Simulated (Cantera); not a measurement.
Input: 1 mol Al, 35 mol N2, 2 mol H2, held at 2125 K and 0.133 bar.

Equilibrium computed with Cantera from the NASA thermochemical tables; the gas is ideal and each condensed phase is pure. Candidate condensed phases: Al, AlN; 13 gas species. Rates play no part.

Base state: N2 0.940, H2 0.0532, Al 0.00404, H 0.00229, AlH 7.34e-5 (mole fractions); condensed: AlN(s).

### Question
What changes in the equilibrium state with this change: temperature from 2125 K to 1498 K?

### Answer
```tsv
species	before	after
N2	0.940	0.945
H2	0.0532	0.0548
H	0.00229	1.10e-5
Al	0.00404	1.22e-9
AlH	7.34e-5	<1e-9
AlN(s), mol	0.849	1.00
```

### Question
What changes in the equilibrium state with this change: pressure from 0.133 bar to 1.00 bar?

### Answer
```csv
species,before,after
N2,0.940,0.945
H2,0.0532,0.0543
H,0.00229,0.000846
Al,0.00404,0.000196
AlH,7.34e-5,9.87e-6
"AlN(s), mol",0.849,0.992
```
